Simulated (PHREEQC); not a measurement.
Dissolve 0.23 mol KOH and 0.00014 mol H4SiO4 per kg of water at 90 °C. Closed to the air; pH follows from the charge balance.

All values are PHREEQC results (ion-association model, phreeqc.dat), not measurements.

Each row changes one thing in this solution. Precipitation was switched off in this run.

```tsv
case	pH	ionic strength (mol/kgw)	H2SiO4-2 (mol/kgw)	H3SiO4- (mol/kgw)	H4SiO4 (mol/kgw)	SI of Quartz (SiO2)
as made	11.59	0.230	7.83e-5	6.16e-5	1.47e-7	-3.61
temperature from 90 to 55 °C	12.33	0.230	9.15e-5	4.85e-5	4.22e-8	?
diluted 5-fold with water	?	0.0460	4.77e-6	2.29e-5	2.84e-7	-3.35
0.03 mol/kgw CO2 added	11.45	0.260	6.83e-5	7.15e-5	2.30e-7	-3.41
temperature from 90 to 65 °C	?	0.230	8.79e-5	5.20e-5	6.22e-8	?
```

What belongs in the gaps?


- temperature from 90 to 55 °C, SI of Quartz (SiO2): -3.77
- diluted 5-fold with water, pH: 10.97
- temperature from 90 to 65 °C, pH: 12.10
- temperature from 90 to 65 °C, SI of Quartz (SiO2): -3.72

Constants without temperature data keep their 25 °C values here.
